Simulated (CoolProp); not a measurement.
Vapour-liquid equilibrium of n-octane (1) + o-xylene (2) at 1.18 kPa; x and y are mole fractions of (1).

Computed with CoolProp (multi-fluid Helmholtz-energy mixture model, Beckmüller 2019 and Zhou 2012; pair parameters Bell 2016).

```
x      bubble temperature (K)  y at the bubble point  dew temperature at overall composition x (K)  liquid density (mol/L)
-----  ----------------------  ---------------------  --------------------------------------------  ----------------------
0.05                    301.8                  0.109                                         302.4                   8.089
0.125                   300.3                  0.247                                         301.6                   7.908
0.2                     298.9                  0.360                                           [?]                   7.732
0.275                   297.7                  0.456                                         299.9                   7.562
0.35                      [?]                  0.539                                           [?]                   7.397
0.425                   295.7                  0.612                                         298.1                   7.237
0.5                       [?]                  0.677                                         297.2                   7.082
0.575                   294.0                    [?]                                         296.2                   6.933
0.65                    293.3                  0.790                                         295.2                   6.788
0.725                   292.5                  0.840                                         294.2                   6.648
0.8                     291.9                  0.887                                         293.1                   6.512
0.875                   291.2                  0.931                                         292.0                   6.381
0.95                    290.6                  0.973                                         290.9                   6.254
```

Fill in the missing entries.


- 0.2, dew temperature at overall composition x (K): 300.8
- 0.35, bubble temperature (K): 296.7
- 0.35, dew temperature at overall composition x (K): 299.1
- 0.5, bubble temperature (K): 294.8
- 0.575, y at the bubble point: 0.736

No azeotrope shows between x = 0.05 and 0.95.

Pair parameters are fitted to limited data, so mixtures are less certain than the pure fluids.
